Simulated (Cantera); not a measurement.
Premixed flame

A freely propagating, adiabatic, planar premixed flame of H₂ : O₂ : N₂ = 1 : 0.185 : 0.696 (molar parts), unburnt at 625 K and 480 Torr; mixture-averaged transport, grid criteria slope 0.08 and curve 0.16, no radiation.

Detailed kinetics in Cantera: the H2/O2 subset of GRI-Mech 3.0, which has no nitrogen chemistry. Burning velocities carry a grid error of a few per cent, more on coarse grids.

```json
[
 {"z (mm)": "-2.60", "T (K)": "625", "u (m/s)": "8.53", "x H₂": "0.532", "x O₂": "0.0984", "x H": "<1e-8", "x HO₂": "<1e-8", "x OH": "<1e-8", "x O": "<1e-8"},
 {"z (mm)": "-1.74", "T (K)": "625", "u (m/s)": "8.53", "x H₂": "0.532", "x O₂": "0.0984", "x H": "<1e-8", "x HO₂": "<1e-8", "x OH": "<1e-8", "x O": "<1e-8"},
 {"z (mm)": "-1.30", "T (K)": "625", "u (m/s)": "8.53", "x H₂": "0.532", "x O₂": "0.0984", "x H": "<1e-8", "x HO₂": "1.37e-8", "x OH": "<1e-8", "x O": "<1e-8"},
 {"z (mm)": "-0.868", "T (K)": "625", "u (m/s)": "8.53", "x H₂": "0.532", "x O₂": "0.0984", "x H": "5.24e-7", "x HO₂": "1.83e-6", "x OH": "<1e-8", "x O": "<1e-8"},
 {"z (mm)": "-0.434", "T (K)": "649", "u (m/s)": "8.83", "x H₂": "0.528", "x O₂": "0.0980", "x H": "0.000605", "x HO₂": "0.000142", "x OH": "5.93e-5", "x O": "1.58e-5"},
 {"z (mm)": "-0.217", "T (K)": "826", "u (m/s)": "11.0", "x H₂": "0.500", "x O₂": "0.0925", "x H": "0.0102", "x HO₂": "8.73e-5", "x OH": "0.000337", "x O": "0.000263"},
 {"z (mm)": "0", "T (K)": "1176", "u (m/s)": "15.3", "x H₂": "0.404", "x O₂": "0.0572", "x H": "0.0546", "x HO₂": "3.73e-5", "x OH": "0.00137", "x O": "0.00223"},
 {"z (mm)": "0.217", "T (K)": "1413", "u (m/s)": "18.3", "x H₂": "0.323", "x O₂": "0.0115", "x H": "0.0898", "x HO₂": "7.35e-6", "x OH": "0.00193", "x O": "0.00160"},
 {"z (mm)": "0.434", "T (K)": "1509", "u (m/s)": "19.5", "x H₂": "0.311", "x O₂": "0.00154", "x H": "0.0904", "x HO₂": "9.29e-7", "x OH": "0.00186", "x O": "0.000623"},
 {"z (mm)": "0.868", "T (K)": "1606", "u (m/s)": "20.6", "x H₂": "0.317", "x O₂": "0.000163", "x H": "0.0790", "x HO₂": "9.92e-8", "x OH": "0.00205", "x O": "0.000427"},
 {"z (mm)": "1.74", "T (K)": "1710", "u (m/s)": "21.7", "x H₂": "0.327", "x O₂": "9.64e-5", "x H": "0.0641", "x HO₂": "5.97e-8", "x OH": "0.00216", "x O": "0.000338"},
 {"z (mm)": "3.47", "T (K)": "1815", "u (m/s)": "22.9", "x H₂": "0.338", "x O₂": "6.36e-5", "x H": "0.0487", "x HO₂": "4.08e-8", "x OH": "0.00207", "x O": "0.000230"},
 {"z (mm)": "6.95", "T (K)": "1908", "u (m/s)": "23.9", "x H₂": "0.347", "x O₂": "3.55e-5", "x H": "0.0346", "x HO₂": "2.50e-8", "x OH": "0.00177", "x O": "0.000132"}
]
```
x: mole fraction of selected species; z is measured from the peak of heat release.

The laminar burning velocity comes out as 853 cm/s and the thermal thickness is 0.868 mm. The peak x(H) is 0.0921. The peak x(HO₂) comes out as 0.000142 and the peak x(OH) comes out as 0.00216. The peak x(O) comes out as 0.00253.
